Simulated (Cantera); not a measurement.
Input: 1 mol CF4, 0.2 mol H2, equilibrated at 1623.15 K.

Method: chemical equilibrium by Gibbs-energy minimisation in Cantera with the NASA 1993 tables (ideal gas, pure condensed phases). Candidate condensed phases: C, C6H6, C7H8, C8H18; 95 gas species. Gases not in the tables: C2F6 and larger saturated fluorocarbons. Equilibrium is a limit: real reactors are often held back by kinetics, nucleation or transport.

log p: log10 of the partial pressure in bar; n: condensed amount in mol.

| P (Pa) | log p CF4 | log p HF | log p F | log p CF2 | n C(graphite) |
|---|---|---|---|---|---|
| 1 | -5.23 | -5.55 | -6.18 | -6.25 | 0.0830 |
| 5.20 | -4.47 | -4.81 | -5.99 | -5.87 | 0.0888 |
| 27 | -3.74 | -4.09 | -5.80 | -5.50 | 0.0940 |
| 140 | -3.02 | -3.37 | -5.62 | -5.14 | 0.0970 |
| 720 | ? | ? | ? | ? | 0.0986 |
| 3700 | ? | ? | ? | ? | 0.0993 |
| 19000 | -0.88 | -1.23 | -5.09 | -4.07 | 0.0997 |
| 100000 | -0.16 | -0.51 | -4.91 | -3.71 | 0.0998 |

Q: Fill in the missing entries.

A: 
- 3700, log p CF4: -1.59
- 3700, log p HF: -1.94
- 3700, log p F: -5.27
- 3700, log p CF2: -4.43
- 720, log p CF4: -2.30
- 720, log p HF: -2.66
- 720, log p F: -5.44
- 720, log p CF2: -4.78
